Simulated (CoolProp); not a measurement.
1000 sccm (0 °C, 1 atm) of nitrogen bubbles through liquid toluene at 348.7 K and leaves saturated at a total pressure of 0.15 MPa (ideal gas phase). Each further row changes one setting.

Values from CoolProp's reference Helmholtz-energy equation of state, Lemmon 2006. It is a short technical equation, of lower accuracy than the large ones.

| case | vapour pressure (kPa) | mole fraction of vapour | delivery (mg/min) | delivery (sccm) | change of delivery for a bath 1 K warmer (%) |
|---|---|---|---|---|---|
| as stated | 33.3 | 0.222 | 1170 | 285 | 4.7 |
| bath temperature 353.7 K | 39.6 | 0.264 | 1480 | 359 | 4.8 |
| total pressure 0.3 MPa | 33.3 | 0.111 | 512 | 125 | 4.1 |
